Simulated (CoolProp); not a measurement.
Properties of R1234ze(E) along the isobar 0.734 MPa.

Computed with CoolProp (reference Helmholtz-energy equation of state, Thol 2016).

```tsv
T (K)	phase	cv (kJ/(kg K))	conductivity (mW/(m K))
307.5	liquid	0.9272	71.1
318.7	gas	0.8754	15.4
330	gas	0.8863	16.4
341.2	gas	0.8979	17.3
352.5	gas	0.9104	18.3
363.7	gas	0.9233	[?]
375	gas	[?]	20.3
386.2	gas	0.9506	21.3
397.5	gas	0.9647	22.2
408.7	gas	[?]	23.2
420	gas	[?]	[?]
```

Question: What belongs in the gaps?

Answer: 
- 363.7, conductivity (mW/(m K)): 19.3
- 375, cv (kJ/(kg K)): 0.9369
- 408.7, cv (kJ/(kg K)): 0.9789
- 420, cv (kJ/(kg K)): 0.9932
- 420, conductivity (mW/(m K)): 24.2

Thermal conductivity comes from a separate model (Perkins 2011).
